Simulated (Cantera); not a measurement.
## Equilibrium for abatement and gas-phase synthesis: HF + SO2 + H2

Feed: 1 mol HF, 0.0048 mol SO2, 0.22 mol H2, held at 950 K and 10.0 mbar.

Cantera equilibrium calculation (NASA polynomials, part measured and part estimated; ideal gas, pure solids and liquids). Candidate condensed phases: H2O, H2SO4, S; 43 gas species. The numbers say what is thermodynamically allowed, not how fast it happens.

```json
{
 "x(HF)": "0.820",
 "x(H2)": "0.169",
 "x(H2O)": "0.00787",
 "x(H2S)": "0.00393",
 "gas_amount": "1.220 mol",
 "log10 activity of S(l) (absent)": "-4.23",
 "log10 activity of H2SO4(l) (absent)": "-31.22"
}
```
